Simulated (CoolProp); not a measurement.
Vapour-liquid equilibrium of R22 (1) + dimethyl ether (2) at 195.8 K; x and y are mole fractions of (1).

The numbers come from the multi-fluid Helmholtz-energy mixture model, Kamei 1995 and Wu 2011; pair parameters Bell 2016 in CoolProp.

Task: Give the bubble pressure and the first vapour's composition at x = 0.35, 0.8, 0.95. Is there an azeotrope?

Result: x = 0.35: 4.603 kPa, y = 0.398; x = 0.8: 9.233 kPa, y = 0.969; x = 0.95: 11.83 kPa, y = 0.997. y crosses x between x = 0.2 and 0.35: the model has an azeotrope there.

The pair parameters rest on a limited set of measurements; away from them the model extrapolates.
